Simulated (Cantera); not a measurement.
Charge: 1 mol Pb, 7.9 mol CO, 89 mol H2, equilibrated at 133 Pa.

Method: chemical equilibrium by Gibbs-energy minimisation in Cantera with the NASA 1993 tables (ideal gas, pure condensed phases). Candidate condensed phases: C, C6H6, C7H8, C8H18, H2O, Pb, PbO, PbO2, Pb3O4; 113 gas species. Kinetics and transport are ignored.

**Question.** Which condensed phases are stable at each of these points (T (K)): 775, 850, 925, 1000, 1075, 1150, 1225, 1300, 1375?

**Answer.** 
```tsv
T (K)	condensed phases	Pb condensed (%)
775	C(graphite) + Pb(l)	99.8
850	C(graphite) + Pb(l)	97.7
925	Pb(l)	80.5
1000	gas only	0.0
1075	gas only	0.0
1150	gas only	0.0
1225	gas only	0.0
1300	gas only	0.0
1375	gas only	0.0
```

From 775 K to 850 K the condensed part is C(graphite) + Pb(l). At 925 K the condensed part is Pb(l). From 1000 K to 1375 K nothing is condensed.
